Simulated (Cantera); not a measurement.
An isothermal, constant-pressure homogeneous reactor starts with NH3 : N2 = 1 : 10 (molar parts), at 2100 K and 0.380 bar.

Model: the gas-phase N/H chemistry of the illustrative SiF4/NH3 mechanism in the Surface Chemkin manual (1991), integrated in Cantera. Walls and surfaces, which speed up NH3 decomposition in real reactors, are not modelled.

x: mole fraction; the columns are a selection and need not sum to one.

```
t (s)       x NH3       x H    x N2H4       x N      x NH     x NH2
--------  -------  --------  --------  --------  --------  --------
3.00e-6    0.0909   1.02e-6  1.99e-12    <1e-12  4.29e-10   5.18e-6
2.32e-5    0.0909   1.08e-6  1.76e-10  7.90e-11   4.86e-8   4.68e-5
0.000180   0.0905   1.73e-6   9.66e-9   1.66e-8   2.79e-6  0.000345
0.00139    0.0875   1.27e-5   3.29e-8   2.41e-7   9.82e-6  0.000636
0.0108        [?]       [?]       [?]       [?]       [?]       [?]
0.0835     0.0103  0.000342  7.43e-10   1.84e-6   8.02e-6   9.56e-5
0.646     5.90e-6   0.00179    <1e-12   1.19e-7   1.06e-7   2.56e-7
5.00      4.86e-7   0.00179    <1e-12   9.85e-9   8.76e-9   2.11e-8
38.7      2.66e-7   0.00179    <1e-12   5.39e-9   4.79e-9   1.15e-8
300       2.66e-7   0.00179    <1e-12   5.39e-9   4.79e-9   1.15e-8
```

Question: Some entries are withheld; supply them.

Answer: 
- 0.0108, x NH3: 0.0671
- 0.0108, x H: 6.58e-5
- 0.0108, x N2H4: 1.29e-8
- 0.0108, x N: 1.30e-6
- 0.0108, x NH: 1.39e-5
- 0.0108, x NH2: 0.000398
